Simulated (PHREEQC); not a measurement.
0.13 g of hydrous ferric oxide (600 m²/g; 0.2 weak and 0.005 strong sites per Fe, Dzombak-Morel constants, diffuse double layer) in 1 kg of water with 0.1 mol/kgw of an inert sodium salt and 8.4e-07 mol/kgw CuCl2, at 25 °C; the pH is set by adding NaOH or the inert anion's acid. Oxygen is held at 0.21 atm. CO2 from the air is kept out. Precipitation was switched off in this run.

Model: ion-association model, wateq4f.dat, run in PHREEQC.

```json
[
 {"pH": "4", "Cu sorbed (%)": "1.2", "surface charge σ (C/m²)": "0.321", "surface potential ψ (mV)": "147"},
 {"pH": "4.67", "Cu sorbed (%)": "17.2", "surface charge σ (C/m²)": "0.253", "surface potential ψ (mV)": "135"},
 {"pH": "5.33", "Cu sorbed (%)": "74.7", "surface charge σ (C/m²)": "0.177", "surface potential ψ (mV)": "116"},
 {"pH": "6", "Cu sorbed (%)": "97.7", "surface charge σ (C/m²)": "0.112", "surface potential ψ (mV)": "94"},
 {"pH": "6.67", "Cu sorbed (%)": "99.8", "surface charge σ (C/m²)": "0.063", "surface potential ψ (mV)": "67"},
 {"pH": "7.33", "Cu sorbed (%)": "99.9", "surface charge σ (C/m²)": "0.030", "surface potential ψ (mV)": "38"},
 {"pH": "8", "Cu sorbed (%)": "99.9", "surface charge σ (C/m²)": "0.004", "surface potential ψ (mV)": "6"},
 {"pH": "8.67", "Cu sorbed (%)": "99.9", "surface charge σ (C/m²)": "-0.020", "surface potential ψ (mV)": "-27"},
 {"pH": "9.33", "Cu sorbed (%)": "99.9", "surface charge σ (C/m²)": "-0.050", "surface potential ψ (mV)": "-57"},
 {"pH": "10", "Cu sorbed (%)": "99.8", "surface charge σ (C/m²)": "-0.093", "surface potential ψ (mV)": "-85"},
 {"pH": "10.67", "Cu sorbed (%)": "99.6", "surface charge σ (C/m²)": "-0.153", "surface potential ψ (mV)": "-109"},
 {"pH": "11.33", "Cu sorbed (%)": "98.7", "surface charge σ (C/m²)": "-0.228", "surface potential ψ (mV)": "-129"},
 {"pH": "12", "Cu sorbed (%)": "92.0", "surface charge σ (C/m²)": "-0.305", "surface potential ψ (mV)": "-141"}
]
```

The database's constant for dissolved Cu(OH)2 is higher than later reviews accept.
